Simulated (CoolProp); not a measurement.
The fluid at 603.17 K and 1.8 MPa expands adiabatically to 0.233 MPa with isentropic efficiency 0.8. The same conditions are run with several fluids, on thermodynamics alone (safety and materials aside).

Values from CoolProp's reference Helmholtz-energy equation of state of each fluid (cyclohexane: Zhou 2014; ethane: Bücker 2006; carbonyl sulfide: Lemmon 2006; n-pentane: Thol 2019; hydrogen sulfide: Lemmon 2006).

**Question.** Rank cyclohexane, ethane, carbonyl sulfide, n-pentane, hydrogen sulfide by work (kJ/kg), highest first.

**Answer.** ethane (245), hydrogen sulfide (191), carbonyl sulfide (114), n-pentane (105), cyclohexane (88.0)

```
fluid             final temperature (K)  final density (kg/m³)
----------------  ---------------------  ---------------------
cyclohexane                       561.5                   4.28
ethane                            513.3                   1.65
carbonyl sulfide                  459.4                   3.69
n-pentane                         560.0                   3.66
hydrogen sulfide                  424.1                   2.26
```
